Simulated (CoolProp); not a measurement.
Saturation properties of R113 (Tc = 487.2 K, pc = 33.92 bar, ω = 0.253).

The numbers come from the reference Helmholtz-energy equation of state, Marx 1992 in CoolProp.

```json
[
 {"T (K)": "295.7", "p (bar)": "0.4067", "liquid density (kg/m³)": "1569", "vapour density (kg/m³)": "3.167", "enthalpy of vaporisation (kJ/kg)": "152.1"},
 {"T (K)": "305", "p (bar)": "0.5828", "liquid density (kg/m³)": "1547", "vapour density (kg/m³)": "___", "enthalpy of vaporisation (kJ/kg)": "149.3"},
 {"T (K)": "314.3", "p (bar)": "0.8145", "liquid density (kg/m³)": "1524", "vapour density (kg/m³)": "6.052", "enthalpy of vaporisation (kJ/kg)": "146.4"},
 {"T (K)": "323.7", "p (bar)": "1.117", "liquid density (kg/m³)": "1501", "vapour density (kg/m³)": "8.133", "enthalpy of vaporisation (kJ/kg)": "___"},
 {"T (K)": "333", "p (bar)": "1.495", "liquid density (kg/m³)": "___", "vapour density (kg/m³)": "10.70", "enthalpy of vaporisation (kJ/kg)": "140.3"},
 {"T (K)": "342.3", "p (bar)": "1.966", "liquid density (kg/m³)": "1453", "vapour density (kg/m³)": "13.86", "enthalpy of vaporisation (kJ/kg)": "___"},
 {"T (K)": "351.6", "p (bar)": "2.542", "liquid density (kg/m³)": "1429", "vapour density (kg/m³)": "17.70", "enthalpy of vaporisation (kJ/kg)": "133.8"},
 {"T (K)": "360.9", "p (bar)": "3.239", "liquid density (kg/m³)": "1403", "vapour density (kg/m³)": "22.34", "enthalpy of vaporisation (kJ/kg)": "130.3"},
 {"T (K)": "370.2", "p (bar)": "4.072", "liquid density (kg/m³)": "1377", "vapour density (kg/m³)": "27.89", "enthalpy of vaporisation (kJ/kg)": "126.6"},
 {"T (K)": "379.5", "p (bar)": "5.055", "liquid density (kg/m³)": "1350", "vapour density (kg/m³)": "___", "enthalpy of vaporisation (kJ/kg)": "122.7"},
 {"T (K)": "388.8", "p (bar)": "6.207", "liquid density (kg/m³)": "___", "vapour density (kg/m³)": "42.33", "enthalpy of vaporisation (kJ/kg)": "118.6"},
 {"T (K)": "398.1", "p (bar)": "7.543", "liquid density (kg/m³)": "1292", "vapour density (kg/m³)": "51.60", "enthalpy of vaporisation (kJ/kg)": "___"},
 {"T (K)": "407.4", "p (bar)": "9.081", "liquid density (kg/m³)": "1261", "vapour density (kg/m³)": "62.57", "enthalpy of vaporisation (kJ/kg)": "109.5"},
 {"T (K)": "416.7", "p (bar)": "10.84", "liquid density (kg/m³)": "1227", "vapour density (kg/m³)": "75.58", "enthalpy of vaporisation (kJ/kg)": "104.4"}
]
```

Question: Some entries are withheld; supply them.

Answer: 
- 305, vapour density (kg/m³): 4.428
- 323.7, enthalpy of vaporisation (kJ/kg): 143.4
- 333, liquid density (kg/m³): 1477
- 342.3, enthalpy of vaporisation (kJ/kg): 137.1
- 379.5, vapour density (kg/m³): 34.49
- 388.8, liquid density (kg/m³): 1322
- 398.1, enthalpy of vaporisation (kJ/kg): 114.2

It boils at 320.7 K under 1 atm.
